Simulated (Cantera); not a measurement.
A perfectly stirred reactor is fed with C3H8 : O2 : N2 = 1 : 3.33 : 12.5 (molar parts), at 9.87 atm; it is adiabatic with a 775 K inlet, and is followed from long to short residence time, starting on the burning branch (τ in s: 0.083, 0.039, 0.019, 0.0089, 0.0042, 0.002, 0.00094, 0.00045, 0.00021, 0.0001, 4.8e-05).

Cantera simulation using GRI-Mech 3.0 (53 species, 325 reactions); the numbers are that mechanism's predictions, not measurements. GRI-Mech 3.0 was tuned for natural gas; its chemistry of propane as a main component is partial and can be far from experiment.

Problem. What does this change do: C3H8 1 to 0.78 parts?

Solution. 
```tsv
quantity	before	after
blow-out, bracketed by the residence times tried	burning at 48.0 µs, the shortest tried	burning at 48.0 µs, the shortest tried
x(C3H8) at τ = 83.0 ms	5.15e-8	1.90e-8
x(O2) at τ = 83.0 ms	1.41e-5	0.000617
x(C2H6) at τ = 83.0 ms	1.64e-9	2.96e-10
x(H) at τ = 83.0 ms	0.000972	0.00130
x(CH2) at τ = 83.0 ms	1.16e-7	3.00e-8
x(C3H8) at τ = 2.00 ms	1.76e-6	6.83e-7
x(O2) at τ = 2.00 ms	0.000293	0.00124
x(C2H6) at τ = 2.00 ms	9.91e-8	1.12e-8
x(H) at τ = 2.00 ms	0.00145	0.00174
x(CH2) at τ = 2.00 ms	3.63e-6	9.90e-7
```

Problem. What does this change do: pressure from 9.87 atm to 0.326 atm?

Solution. 
| quantity | before | after |
|---|---|---|
| blow-out, bracketed by the residence times tried | burning at 48.0 µs, the shortest tried | burning at 0.210 ms, out at 0.100 ms |
| x(C3H8) at τ = 83.0 ms | 5.15e-8 | 3.37e-7 |
| x(O2) at τ = 83.0 ms | 1.41e-5 | 0.000230 |
| x(C2H6) at τ = 83.0 ms | 1.64e-9 | 4.30e-9 |
| x(H) at τ = 83.0 ms | 0.000972 | 0.00688 |
| x(CH2) at τ = 83.0 ms | 1.16e-7 | 9.36e-7 |
| x(C3H8) at τ = 2.00 ms | 1.76e-6 | 1.13e-5 |
| x(O2) at τ = 2.00 ms | 0.000293 | 0.00176 |
| x(C2H6) at τ = 2.00 ms | 9.91e-8 | 1.30e-7 |
| x(H) at τ = 2.00 ms | 0.00145 | 0.0101 |
| x(CH2) at τ = 2.00 ms | 3.63e-6 | 2.11e-5 |
